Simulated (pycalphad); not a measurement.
**Phase fields of Mg-Si as a text map**

Source of the numbers: pycalphad with the COST 507 light-alloy database (1999); pressure 1 atm. No gas phase is included, though pure Mg would boil below 1650 K. The database dates from 1999; later assessments differ in places, in temperatures and in the compounds included. Diffusion is slow at the low end, where real alloys seldom reach equilibrium.

Columns run from 0.2 at.% Si, then 2 to 98 at.% in steps of 2, to 99.8 at.%; rows are temperatures in K.

```
 1650 aaaaaaaaaaaaaaaaaaaaaaaaaaaaaaaaaaaaaaaaaaaaaaaabbb
 1607 aaaaaaaaaaaaaaaaaaaaaaaaaaaaaaaaaaaaaaaaaaaaabbbbbb
 1563 aaaaaaaaaaaaaaaaaaaaaaaaaaaaaaaaaaaaaaaaaaabbbbbbbb
 1520 aaaaaaaaaaaaaaaaaaaaaaaaaaaaaaaaaaaaaaaabbbbbbbbbbb
 1477 aaaaaaaaaaaaaaaaaaaaaaaaaaaaaaaaaaaaabbbbbbbbbbbbbb
 1433 aaaaaaaaaaaaaaaaaaaaaaaaaaaaaaaaaaabbbbbbbbbbbbbbbb
 1390 aaaaaaaaaaaaaaaaaaaaaaaaaaaaaaaaabbbbbbbbbbbbbbbbbb
 1347 aaaaaaaaaaaaaaaacccaaaaaaaaaaaabbbbbbbbbbbbbbbbbbbb
 1303 aaaaaaaaaaaccccccccccccaaaaaaabbbbbbbbbbbbbbbbbbbbb
 1260 aaaaaaaaacccccccccccccccccaaabbbbbbbbbbbbbbbbbbbbbb
 1217 aaaaaaacccccccccccccccccccccbbbbbbbbbbbbbbbbbbbbbbb
 1173 aaaaaacccccccccccdddddddddddddddddddddddddddddddddd
 1130 aaaaaccccccccccccdddddddddddddddddddddddddddddddddd
 1087 aaaacccccccccccccdddddddddddddddddddddddddddddddddd
 1043 aaaccccccccccccccdddddddddddddddddddddddddddddddddd
 1000 aacccccccccccccccdddddddddddddddddddddddddddddddddd
  957 aacccccccccccccccdddddddddddddddddddddddddddddddddd
  913 eccccccccccccccccdddddddddddddddddddddddddddddddddd
  870 fffffffffffffffffdddddddddddddddddddddddddddddddddd
  827 fffffffffffffffffdddddddddddddddddddddddddddddddddd
  783 fffffffffffffffffdddddddddddddddddddddddddddddddddd
  740 fffffffffffffffffdddddddddddddddddddddddddddddddddd
  697 fffffffffffffffffdddddddddddddddddddddddddddddddddd
  653 fffffffffffffffffdddddddddddddddddddddddddddddddddd
  610 fffffffffffffffffdddddddddddddddddddddddddddddddddd
  567 fffffffffffffffffdddddddddddddddddddddddddddddddddd
  523 fffffffffffffffffdddddddddddddddddddddddddddddddddd
  480 fffffffffffffffffdddddddddddddddddddddddddddddddddd
  437 fffffffffffffffffdddddddddddddddddddddddddddddddddd
  393 fffffffffffffffffdddddddddddddddddddddddddddddddddd
  350 fffffffffffffffffdddddddddddddddddddddddddddddddddd
```

Key: a = liquid; b = diamond (Si) + liquid; c = liquid + MG2SI; d = diamond (Si) + MG2SI; e = hcp + liquid; f = hcp + MG2SI.

Database names, with the compositions (at.%) that they take in these runs: MG2SI: Mg 67 Si 33.
